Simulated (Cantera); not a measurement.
A closed system holds: 1 mol AlCl₃, 22 mol NH₃, 3.1 mol N₂, 0.31 mol O₂, at 698.15 K and 0.100 bar.

Method: chemical equilibrium by Gibbs-energy minimisation in Cantera with the NASA 1993 tables (ideal gas, pure condensed phases). Candidate condensed phases: Al, AlCl₃, AlN, Al₂O₃, H₂O, NH₄Cl; 45 gas species. Condensed phases not in the tables: AlOCl. The numbers say what is thermodynamically allowed, not how fast it happens.

Base state: H₂ 0.656, N₂ 0.287, HCl 0.0537, AlCl₃ 0.00275, NH₃ 0.000273, Al₂Cl₆ 3.46e-5 (mole fractions); condensed: AlN(s) + Al₂O₃(s).

**Question.** What changes in the equilibrium state with this change: AlCl₃ replaced by Al(CH₃)₃?

**Answer.** 
```json
[
 {"species": "H₂", "before": "0.656", "after": "0.652"},
 {"species": "N₂", "before": "0.287", "after": "0.286"},
 {"species": "CH₄", "before": "0", "after": "0.0621"},
 {"species": "HCl", "before": "0.0537", "after": "0"},
 {"species": "AlCl₃", "before": "0.00275", "after": "0"},
 {"species": "Al₂Cl₆", "before": "3.46e-5", "after": "0"},
 {"species": "NH₃", "before": "0.000273", "after": "0.000270"},
 {"species": "AlN(s), mol", "before": "0.451", "after": "0.587"},
 {"species": "Al₂O₃(s), mol", "before": "0.207", "after": "0.207"}
]
```
The feed counts by its element totals alone. Further candidate phases: C, C₆H₆, C₇H₈, C₈H₁₈.
